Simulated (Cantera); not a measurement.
Charge: 1 mol MgCO3, 0.39 mol O2, 3 mol CO2, at 1900000 Pa.

Method: chemical equilibrium by Gibbs-energy minimisation in Cantera with the NASA 1993 tables (ideal gas, pure condensed phases). Candidate condensed phases: C, Mg, MgCO3, MgO; 15 gas species. Rates play no part.

Task: Which condensed phases are stable at each of these points (T (K)): 775, 875, 975, 1075, 1175, 1275, 1375, 1475, 1575, 1675, 1775, 1875?

Result: 
```tsv
T (K)	condensed phases	Mg condensed (%)
775	MgCO3(s)	100.0
875	MgO(s)	100.0
975	MgO(s)	100.0
1075	MgO(s)	100.0
1175	MgO(s)	100.0
1275	MgO(s)	100.0
1375	MgO(s)	100.0
1475	MgO(s)	100.0
1575	MgO(s)	100.0
1675	MgO(s)	100.0
1775	MgO(s)	100.0
1875	MgO(s)	100.0
```

At 775 K the condensed part is MgCO3(s). From 875 K to 1875 K the condensed part is MgO(s).
